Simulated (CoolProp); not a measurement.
Properties of methane along the isotherm -161.95 °C.

Model: reference Helmholtz-energy equation of state, Setzmann 1991, in CoolProp.

```tsv
p (kPa)	phase	Joule-Thomson coefficient (K/MPa)	conductivity (mW/(m K))	fugacity coefficient
36.4	gas	28.97	11.2	0.9875
58.7	gas	29.34	11.3	0.9797
94.9	gas	29.93	11.4	0.9672
153	liquid	-0.4186	184	0.6171
248	liquid	-0.4190	185	0.3822
400	liquid	-0.4196	185	0.2384
647	liquid	-0.4207	185	0.1489
1040	liquid	-0.4223	185	0.09414
1690	liquid	-0.4249	186	0.05949
2730	liquid	-0.4290	187	0.03843
4410	liquid	-0.4351	189	0.02547
7120	liquid	-0.4441	192	0.01761
11500	liquid	-0.4567	196	0.01300
```

Thermal conductivity comes from a separate model (Friend 1989).
